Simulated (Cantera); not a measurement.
A closed system holds: 1 mol SiC, 0.55 mol N2O, 3.7 mol N2, at 1075 K and 1.70 mbar.

These are equilibrium values from Cantera (NASA tables, ideal gas, pure condensed phases), not measurements of a reactor. Candidate condensed phases: C, Si, SiC, SiO2, Si2N2O, Si3N4; 34 gas species. Kinetics and transport are ignored.

Base state: N2 0.987, CO 0.0132 (mole fractions); condensed: C(graphite) + Si2N2O(s).

### Question
What changes in the equilibrium state with this change: SiC replaced by Si3N4?

### Answer
```
species           before  after
----------------  ------  -----
N2                 0.987   1.00
CO                0.0132      0
C(graphite), mol   0.950      0
Si2N2O(s), mol     0.500  0.550
Si3N4(s), mol          0  0.633
```
Mutual solubility and eutectic melting of coexisting phases are not modelled.
